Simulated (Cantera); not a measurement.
Charge: 1 mol SiO₂, 4.6 mol CO, 1.5 mol N₂, 0.42 mol CH₄, held at 1.30 bar.

Method: chemical equilibrium by Gibbs-energy minimisation in Cantera with the NASA 1993 tables (ideal gas, pure condensed phases). Candidate condensed phases: C, C₆H₆, C₇H₈, C₈H₁₈, H₂O, Si, SiC, SiO₂, Si₂N₂O, Si₃N₄; 151 gas species. The tables hold silica as quartz up to 1696 K and as liquid above; real silica turns to tridymite and cristobalite and melts near 1996 K. Kinetics and transport are ignored.

Question: At 2098 K, list the 7 most abundant gas species with their mole fractions, and the condensed phases.

Answer: CO 0.644, N₂ 0.193, H₂ 0.107, SiO 0.0549, H 0.000882, CO₂ 0.000564, H₂O 0.000462. Condensed: SiO₂(l).
